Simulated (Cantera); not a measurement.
A closed system holds: 1 mol FeCl3, 1.5 mol H2O, 440 mol N2, at 1102 °C and 13300 Pa.

Method: chemical equilibrium by Gibbs-energy minimisation in Cantera with the NASA 1993 tables (ideal gas, pure condensed phases). Equilibrium is a limit: real reactors are often held back by kinetics, nucleation or transport.

| species | before | after |
|---|---|---|
| N2 | 0.993 | 0.993 |
| HCl | 0.00501 | 0.00297 |
| H2O | 0.000881 | 0.00188 |
| FeCl2 | 0.000774 | 0.00169 |
| OH | 6.92e-7 | 1.89e-5 |
| NO | 2.46e-5 | 0.000134 |
| Cl | 0.000181 | 0.000420 |
| O2 | 0.000255 | 0.000295 |
| Fe3O4(s), mol | 0.218 | 0.0842 |
Gas species are given as mole fractions.

Problem. What was changed between the two runs?
(A) temperature from 1102 °C to 825 °C
(B) temperature from 1102 °C to 1452 °C
(C) H2O from 1.5 to 0.12 mol
(D) temperature from 1102 °C to 1527 °C

Solution. B, temperature from 1102 °C to 1452 °C
